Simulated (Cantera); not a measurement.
What does this Cantera script print?

```python
import numpy as np
import cantera as ct

gas = ct.Solution("gri30.yaml")
gas.TPX = 1350, 1333, {'N2O': 9.4, 'H2O': 0.09}
reactor = ct.IdealGasConstPressureReactor(gas, energy="off", clone=False)
net = ct.ReactorNet([reactor])
net.rtol, net.atol = 1e-08, 1e-18
show = ['N2O', 'H2O', 'H2', 'NO', 'O2']
times = np.geomspace(0.0003, 30, 13)

steps = ct.SolutionArray(gas, extra=["t"])
rows = []
print(f"{'t/s':>10s}{'T/K':>9s}{'P/Pa':>11s}" + "".join(f"{s:>11s}" for s in show))
for t in times:
    while net.time < t:
        t_next = net.step()
        steps.append(gas.state, t=t_next)
    rows.append([np.interp(t, steps.t, y) for y in (steps.T, steps.P, *steps(*show).X.T)])
    print(f"{t:10.3e}{rows[-1][0]:9.1f}{rows[-1][1]:11.4g}" + "".join(f"{x:11.3e}" for x in rows[-1][2:]))
rate = np.gradient(steps.T, steps.t)
print("integrator steps:", len(steps.t))
if steps.T.max() > steps.T[0] + 200:
    print(f"time of steepest temperature rise: {steps.t[rate.argmax()]:.4e} s")
gas.TPX = 1350, 1333, {'N2O': 9.4, 'H2O': 0.09}
gas.equilibrate("TP")
print(f"equilibrium (TP): T = {gas.T:.1f} K  " + "  ".join(f"{s} {gas[s].X[0]:.3e}" for s in show))
```

It prints:

```
       t/s      T/K       P/Pa        N2O        H2O         H2         NO         O2
 3.000e-04   1350.0       1333  9.905e-01  9.483e-03  2.570e-13  2.100e-06  5.042e-06
 7.830e-04   1350.0       1333  9.904e-01  9.483e-03  8.308e-12  9.409e-06  2.259e-05
 2.044e-03   1350.0       1333  9.902e-01  9.481e-03  1.744e-10  3.186e-05  7.653e-05
 5.335e-03   1350.0       1333  9.897e-01  9.477e-03  2.519e-09  9.109e-05  2.192e-04
 1.392e-02   1350.0       1333  9.883e-01  9.468e-03  1.954e-08  2.436e-04  5.928e-04
 3.635e-02   1350.0       1333  9.848e-01  9.451e-03  7.053e-08  6.246e-04  1.575e-03
 9.487e-02   1350.0       1333  9.755e-01  9.419e-03  1.272e-07  1.575e-03  4.130e-03
 2.476e-01   1350.0       1333  9.519e-01  9.343e-03  1.126e-07  3.991e-03  1.067e-02
 6.463e-01   1350.0       1333  8.941e-01  9.158e-03  7.825e-08  1.003e-02  2.686e-02
 1.687e+00   1350.0       1333  7.638e-01  8.744e-03  6.994e-08  2.377e-02  6.356e-02
 4.403e+00   1350.0       1333  5.216e-01  7.976e-03  7.612e-08  4.924e-02  1.319e-01
 1.149e+01   1350.0       1333  2.164e-01  7.009e-03  9.946e-08  8.110e-02  2.182e-01
 3.000e+01   1350.0       1333  2.905e-02  6.416e-03  1.222e-07  1.001e-01  2.714e-01
integrator steps: 1251
equilibrium (TP): T = 1350.0 K  N2O 4.296e-09  H2O 6.335e-03  H2 1.960e-08  NO 6.264e-04  O2 3.309e-01
```

Model: GRI-Mech 3.0 (53 species, 325 reactions), integrated in Cantera. GRI-Mech 3.0 was tuned for natural gas; its chemistry of N2O as a main component is partial and can be far from experiment. Radical loss at walls, strong at low pressure, is not modelled. The mechanism lacks the step 2 NO + O2 → 2 NO2, which can matter for NO2 below about 1400 K. The temperature is held fixed by assumption; the heat of reaction is taken as removed at once.
